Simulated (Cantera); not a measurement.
# Diamond growth

A diamond (100) surface in a fixed gas of H2 with x(CH4) = 0.0034, x(H) = 0.04, x(CH3) = 0.00014, 0.240 bar; coverages are run to steady state.

Detailed kinetics in Cantera: the Harris–Goodwin 1993 mechanism for the reconstructed diamond (100) surface.

```json
[
 {"T (K)": "900", "growth (µm/h)": "10.6", "θ c6HH": "0.689", "θ c6H*": "0.0122", "θ c6*H": "0.290", "θ c6**": "0.00456", "θ c6HM": "0.00297"},
 {"T (K)": "975", "growth (µm/h)": "16.0", "θ c6HH": "0.618", "θ c6H*": "0.0181", "θ c6*H": "0.353", "θ c6**": "0.00841", "θ c6HM": "0.00214"},
 {"T (K)": "1050", "growth (µm/h)": "22.3", "θ c6HH": "0.551", "θ c6H*": "0.0249", "θ c6*H": "0.408", "θ c6**": "0.0141", "θ c6HM": "0.00158"},
 {"T (K)": "1125", "growth (µm/h)": "29.1", "θ c6HH": "0.490", "θ c6H*": "0.0325", "θ c6*H": "0.454", "θ c6**": "0.0217", "θ c6HM": "0.00117"},
 {"T (K)": "1200", "growth (µm/h)": "34.9", "θ c6HH": "0.437", "θ c6H*": "0.0405", "θ c6*H": "0.490", "θ c6**": "0.0315", "θ c6HM": "0.000861"},
 {"T (K)": "1275", "growth (µm/h)": "36.9", "θ c6HH": "0.390", "θ c6H*": "0.0486", "θ c6*H": "0.517", "θ c6**": "0.0434", "θ c6HM": "0.000578"},
 {"T (K)": "1350", "growth (µm/h)": "32.1", "θ c6HH": "0.349", "θ c6H*": "0.0565", "θ c6*H": "0.536", "θ c6**": "0.0572", "θ c6HM": "0.000316"}
]
```
θ: site fractions in the mechanism's names (c6HH fully hydrogenated, c6H* and c6*H radical sites, c6** diradical, c6HM methylated).
